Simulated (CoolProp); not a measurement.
Vapour pressure (MPa) of normal hydrogen: the reference equation beside estimates from Tc = 33.1 K, pc = 1.296 MPa, ω = -0.219.

Values from CoolProp's reference Helmholtz-energy equation of state, Leachman 2009.

| T (K) | reference | van der Waals | Redlich-Kwong | Soave-Redlich-Kwong |
|---|---|---|---|---|
| 26.1 | 0.4019 | 0.4618 | 0.2846 | 0.4096 |
| 26.7 | 0.4515 | 0.5131 | 0.3349 | 0.4610 |
| 27.4 | 0.5147 | 0.5774 | 0.4008 | 0.5262 |
| 28.1 | 0.5838 | 0.6465 | 0.4751 | 0.5972 |
| 28.7 | 0.6481 | 0.7097 | 0.5457 | 0.6628 |
| 29.4 | 0.7292 | 0.7881 | 0.6367 | 0.7450 |
| 30 | 0.8043 | 0.8593 | 0.7223 | 0.8205 |
| 30.7 | 0.8988 | 0.9473 | 0.8314 | 0.9146 |
| 31.3 | 0.9860 | 1.027 | 0.9332 | 1.001 |
| 32 | 1.096 | 1.125 | 1.062 | 1.107 |
| 32.6 | 1.197 | 1.213 | 1.181 | 1.204 |

Absolute difference from the reference over all 11 rows, mean and median: van der Waals 8.1 and 8.1 %, Redlich-Kwong 13.8 and 12.7 %, Soave-Redlich-Kwong 1.8 and 2.0 %.
